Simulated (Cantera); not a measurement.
A closed system holds: 1 mol SiCl4, 1.9 mol NO, equilibrated at 1275 K and 10.0 mbar.

Equilibrium computed with Cantera from the NASA thermochemical tables; the gas is ideal and each condensed phase is pure. Candidate condensed phases: Si, SiO2, Si2N2O, Si3N4; 23 gas species. The tables hold silica as quartz up to 1696 K and as liquid above; real silica turns to tridymite and cristobalite and melts near 1996 K. The numbers say what is thermodynamically allowed, not how fast it happens.

Base state: Cl2 0.592, N2 0.315, Cl 0.0761, SiCl4 0.0166 (mole fractions); condensed: SiO2(β-quartz).

Task: What changes in the equilibrium state with this change: NO from 1.9 to 29 mol?

Result: 
```csv
species,before,after
N2,0.315,0.478
O2,4.75e-7,0.445
Cl2,0.592,0.0544
SiCl4,0.0166,<1e-9
Cl,0.0761,0.0230
NO,3.19e-7,0.000380
ClO,1.80e-7,5.27e-5
"SiO2(β-quartz), mol",0.950,1.00
```

Task: What changes in the equilibrium state with this change: NO from 1.9 to 0.12 mol?

Result: 
```
species               before    after
-------------------  -------  -------
SiCl4                 0.0166    0.827
Cl2                    0.592   0.0907
N2                     0.315   0.0528
Cl                    0.0761   0.0298
SiCl3                1.52e-7  1.93e-5
SiO2(β-quartz), mol    0.950   0.0600
```
The tables' values for SiCl3 are old estimates; treat these amounts as uncertain.
